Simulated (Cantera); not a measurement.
**Reactions in the system Cr-H-O**

Source: NASA polynomial tables (part measured, part estimated), evaluated in Cantera. Values are per mole of reaction as written; species without (g) are pure solids or liquids, kept so even where they would boil at 1 bar.

3 H₂O₂(g) + 4 Cr → 2 Cr₂O₃ + 6 H(g)

| T (K) | ΔH° (kJ) | ΔS° (J/K) | ΔG° (kJ) | log10 K |
|---|---|---|---|---|
| 300 | -553.0 | 50.8 | -568.2 | 98.94 |
| 1598 | -466.7 | 188.1 | -767.2 | 25.08 |
| 1623 | -466.5 | 188.2 | -771.9 | 24.84 |
| 1648 | -466.4 | 188.2 | -776.6 | 24.62 |
| 1673 | -466.4 | 188.3 | -781.3 | 24.39 |
| 1698 | -466.4 | 188.2 | -786.0 | 24.18 |
| 1723 | -466.5 | 188.2 | -790.8 | 23.97 |
| 1748 | -466.6 | 188.1 | -795.5 | 23.77 |
| 1773 | -466.8 | 188.0 | -800.2 | 23.57 |
| 1798 | -467.1 | 187.9 | -804.9 | 23.38 |
